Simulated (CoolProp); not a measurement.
Vapour-liquid equilibrium of CH2F2 (R32) (1) + R236FA (2) at 0.273 MPa; x and y are mole fractions of (1).

The numbers come from the multi-fluid Helmholtz-energy mixture model, Tillner-Roth 1997 and Pan 2012; pair parameters Bell 2016 in CoolProp.

```
x      bubble temperature (°C)  y at the bubble point  dew temperature at overall composition x (°C)  liquid density (mol/L)
-----  -----------------------  ---------------------  ---------------------------------------------  ----------------------
0.05                      19.0                  0.212                                           23.8                     ___
0.125                     10.8                  0.448                                           21.7                   9.962
0.2                        3.8                  0.608                                           19.4                   10.61
0.275                     -2.2                  0.717                                           17.0                   11.29
0.35                      -7.1                  0.792                                           14.5                   12.01
0.425                    -11.3                  0.845                                           11.7                   12.78
0.5                      -14.9                  0.883                                            8.7                   13.61
0.575                    -17.9                  0.912                                            ___                   14.51
0.65                     -20.6                  0.935                                            1.6                   15.51
0.725                      ___                  0.953                                           -2.7                   16.62
0.8                      -25.1                  0.969                                           -7.7                   17.87
0.875                    -27.0                  0.982                                          -14.1                   19.29
0.95                     -28.9                  0.993                                          -22.5                   20.91
```

Q: Some entries are withheld; supply them.

A: 
- 0.05, liquid density (mol/L): 9.341
- 0.575, dew temperature at overall composition x (°C): 5.4
- 0.725, bubble temperature (°C): -22.9

No azeotrope shows between x = 0.05 and 0.95.

The pair parameters rest on a limited set of measurements; away from them the model extrapolates.
